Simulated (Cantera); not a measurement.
Feed: 1 mol TiO2, 0.034 mol H2O, 1 mol O2, equilibrated at 900 K and 3380 Torr.

These are equilibrium values from Cantera (NASA tables, ideal gas, pure condensed phases), not measurements of a reactor. Candidate condensed phases: H2O, Ti, TiO, TiO2, Ti2O3, Ti3O5, Ti4O7; 12 gas species. Gases not in the tables: TiO(OH)2. Equilibrium is a limit: real reactors are often held back by kinetics, nucleation or transport.

**Question.** What is the equilibrium state?

**Answer.** 
* **x(O2)**: 0.967
* **x(H2O)**: 0.0329
* **n(TiO2(rutile))**: 1.00 mol
* **gas amount**: 1.034 mol
* **log10 activity of Ti4O7(s) (absent)**: -16.71
* **log10 activity of Ti3O5(s) (absent)**: -17.02
* **log10 activity of Ti2O3(s) (absent)**: -17.32
